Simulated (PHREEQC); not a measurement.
1 kg of water holding 0.048 mol/kgw KCl, 0.0065 mol/kgw NaCl and 0.52 mol/kgw MgCl2 is evaporated at 25 °C; the solids stay in contact with the brine. The system is closed to CO2. The run lets Bischofite, Brucite, Carnallite, Halite, Sylvite, MgCl2_4H2O precipitate or redissolve, and no other solid.

Equilibrium calculation in PHREEQC: Pitzer model, pitzer.dat.

```json
[
 {"water left (kg)": "1", "ionic strength": "1.61", "water activity": "0.972", "Bischofite (mol)": "0", "Carnallite (mol)": "0", "Halite (mol)": "0", "K in solution (mol/kgw)": "0.0480", "Na in solution (mol/kgw)": "0.00650"},
 {"water left (kg)": "0.8219", "ionic strength": "1.96", "water activity": "0.965", "Bischofite (mol)": "0", "Carnallite (mol)": "0", "Halite (mol)": "0", "K in solution (mol/kgw)": "0.0584", "Na in solution (mol/kgw)": "0.00791"},
 {"water left (kg)": "0.6755", "ionic strength": "2.39", "water activity": "0.955", "Bischofite (mol)": "0", "Carnallite (mol)": "0", "Halite (mol)": "0", "K in solution (mol/kgw)": "0.0711", "Na in solution (mol/kgw)": "0.00962"},
 {"water left (kg)": "0.5552", "ionic strength": "2.91", "water activity": "0.943", "Bischofite (mol)": "0", "Carnallite (mol)": "0", "Halite (mol)": "0", "K in solution (mol/kgw)": "0.0865", "Na in solution (mol/kgw)": "0.0117"},
 {"water left (kg)": "0.4563", "ionic strength": "3.54", "water activity": "0.926", "Bischofite (mol)": "0", "Carnallite (mol)": "0", "Halite (mol)": "0", "K in solution (mol/kgw)": "0.105", "Na in solution (mol/kgw)": "0.0142"},
 {"water left (kg)": "0.375", "ionic strength": "4.30", "water activity": "0.904", "Bischofite (mol)": "0", "Carnallite (mol)": "0", "Halite (mol)": "0", "K in solution (mol/kgw)": "0.128", "Na in solution (mol/kgw)": "0.0173"},
 {"water left (kg)": "0.3082", "ionic strength": "5.24", "water activity": "0.873", "Bischofite (mol)": "0", "Carnallite (mol)": "0", "Halite (mol)": "0", "K in solution (mol/kgw)": "0.156", "Na in solution (mol/kgw)": "0.0211"},
 {"water left (kg)": "0.2533", "ionic strength": "6.37", "water activity": "0.832", "Bischofite (mol)": "0", "Carnallite (mol)": "0", "Halite (mol)": "0", "K in solution (mol/kgw)": "0.189", "Na in solution (mol/kgw)": "0.0257"},
 {"water left (kg)": "0.2082", "ionic strength": "7.75", "water activity": "0.776", "Bischofite (mol)": "0", "Carnallite (mol)": "0", "Halite (mol)": "0", "K in solution (mol/kgw)": "0.231", "Na in solution (mol/kgw)": "0.0312"},
 {"water left (kg)": "0.1711", "ionic strength": "9.43", "water activity": "0.701", "Bischofite (mol)": "0", "Carnallite (mol)": "0", "Halite (mol)": "0", "K in solution (mol/kgw)": "0.280", "Na in solution (mol/kgw)": "0.0380"},
 {"water left (kg)": "0.1407", "ionic strength": "11.5", "water activity": "0.604", "Bischofite (mol)": "0", "Carnallite (mol)": "0", "Halite (mol)": "0", "K in solution (mol/kgw)": "0.341", "Na in solution (mol/kgw)": "0.0462"},
 {"water left (kg)": "0.1144", "ionic strength": "13.7", "water activity": "0.495", "Bischofite (mol)": "0", "Carnallite (mol)": "0.0113", "Halite (mol)": "0", "K in solution (mol/kgw)": "0.321", "Na in solution (mol/kgw)": "0.0568"},
 {"water left (kg)": "0.09032", "ionic strength": "15.9", "water activity": "0.388", "Bischofite (mol)": "0", "Carnallite (mol)": "0.0435", "Halite (mol)": "0", "K in solution (mol/kgw)": "0.0496", "Na in solution (mol/kgw)": "0.0720"},
 {"water left (kg)": "0.05904", "ionic strength": "17.6", "water activity": "0.318", "Bischofite (mol)": "0.129", "Carnallite (mol)": "0.0470", "Halite (mol)": "0.00205", "K in solution (mol/kgw)": "0.0162", "Na in solution (mol/kgw)": "0.0753"},
 {"water left (kg)": "0.0215", "ionic strength": "17.6", "water activity": "0.318", "Bischofite (mol)": "0.347", "Carnallite (mol)": "0.0477", "Halite (mol)": "0.00488", "K in solution (mol/kgw)": "0.0162", "Na in solution (mol/kgw)": "0.0753"}
]
```

Carnallite from water left = 0.1144 kg; Bischofite from water left = 0.05904 kg; Halite from water left = 0.05904 kg.
